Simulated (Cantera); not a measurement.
An adiabatic, constant-pressure homogeneous reactor starts with CH4 : O2 : N2 : CO2 = 1 : 1 : 3.76 : 0.94 (molar parts), at 1075 K and 0.987 atm. Integrator tolerance rtol = 1e-08.

Computed with Cantera and GRI-Mech 3.0 (53 species, 325 reactions).

What does this change do: initial temperature 1075 to 1350 K?


| quantity | before | after |
|---|---|---|
| temperature at 0.200 s | 1077 K | 2194 K |
| equilibrium temperature | 1947 K | 2194 K |
| x(CH4) at 0.200 s | 0.149 (gas-phase equilibrium 4.56e-11) | 7.33e-12 (gas-phase equilibrium 8.19e-12) |
| x(O2) at 0.200 s | 0.149 (gas-phase equilibrium 1.47e-7) | 5.82e-6 (gas-phase equilibrium 5.83e-6) |
| x(CO2) at 0.200 s | 0.140 (gas-phase equilibrium 0.0789) | 0.0739 (gas-phase equilibrium 0.0739) |
| x(CH2) at 0.200 s | <1e-12 (gas-phase equilibrium <1e-12) | <1e-12 (gas-phase equilibrium <1e-12) |
| x(C2H2) at 0.200 s | 6.58e-10 (gas-phase equilibrium <1e-12) | <1e-12 (gas-phase equilibrium <1e-12) |
| x(O) at 0.200 s | 2.59e-10 (gas-phase equilibrium 1.69e-7) | 6.31e-6 (gas-phase equilibrium 6.32e-6) |
| x(C2H4) at 0.200 s | 2.95e-6 (gas-phase equilibrium <1e-12) | <1e-12 (gas-phase equilibrium <1e-12) |
| time of steepest temperature rise | not reached | 12.1 ms |

What does this change do: pressure from 0.987 atm to 4.44 atm?


```json
[
 {"quantity": "temperature at 0.200 s", "before": "1077 K", "after": "1948 K"},
 {"quantity": "equilibrium temperature", "before": "1947 K", "after": "1948 K"},
 {"quantity": "x(CH4) at 0.200 s", "before": "0.149 (gas-phase equilibrium 4.56e-11)", "after": "8.71e-10 (gas-phase equilibrium 9.17e-10)"},
 {"quantity": "x(O2) at 0.200 s", "before": "0.149 (gas-phase equilibrium 1.47e-7)", "after": "3.33e-8 (gas-phase equilibrium 3.33e-8)"},
 {"quantity": "x(CO2) at 0.200 s", "before": "0.140 (gas-phase equilibrium 0.0789)", "after": "0.0789 (gas-phase equilibrium 0.0789)"},
 {"quantity": "x(CH2) at 0.200 s", "before": "<1e-12 (gas-phase equilibrium <1e-12)", "after": "<1e-12 (gas-phase equilibrium <1e-12)"},
 {"quantity": "x(C2H2) at 0.200 s", "before": "6.58e-10 (gas-phase equilibrium <1e-12)", "after": "4.32e-12 (gas-phase equilibrium <1e-12)"},
 {"quantity": "x(O) at 0.200 s", "before": "2.59e-10 (gas-phase equilibrium 1.69e-7)", "after": "3.84e-8 (gas-phase equilibrium 3.84e-8)"},
 {"quantity": "x(C2H4) at 0.200 s", "before": "2.95e-6 (gas-phase equilibrium <1e-12)", "after": "<1e-12 (gas-phase equilibrium <1e-12)"},
 {"quantity": "time of steepest temperature rise", "before": "not reached", "after": "0.112 s"}
]
```
